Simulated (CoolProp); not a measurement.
Vapour-liquid equilibrium of n-hexane (1) + hexamethyldisiloxane (MM) (2) at -23.85 °C; x and y are mole fractions of (1).

Values from CoolProp's multi-fluid Helmholtz-energy mixture model, Thol 2019 and Thol 2016; pair parameters Bell 2016.

| x | bubble pressure (kPa) | y at the bubble point | dew pressure at overall composition x (kPa) | liquid density (mol/L) |
|---|---|---|---|---|
| 0.05 | 0.3044 | 0.213 | 0.2625 | 5.093 |
| 0.15 | 0.4042 | 0.468 | 0.2866 | 5.315 |
| 0.25 | 0.5030 | 0.622 | 0.3156 | 5.554 |
| 0.35 | 0.6061 | 0.729 | 0.3509 | 5.811 |
| 0.45 | 0.7171 | 0.809 | 0.3950 | 6.089 |
| 0.55 | 0.8376 | 0.870 | 0.4513 | 6.389 |
| 0.65 | 0.9679 | 0.916 | 0.5262 | 6.714 |
| 0.75 | 1.106 | 0.951 | 0.6313 | 7.067 |
| 0.85 | 1.248 | 0.976 | 0.7936 | 7.452 |
| 0.95 | 1.388 | 0.994 | 1.102 | 7.873 |

No azeotrope shows between x = 0.05 and 0.95.

The pair parameters rest on a limited set of measurements; away from them the model extrapolates.
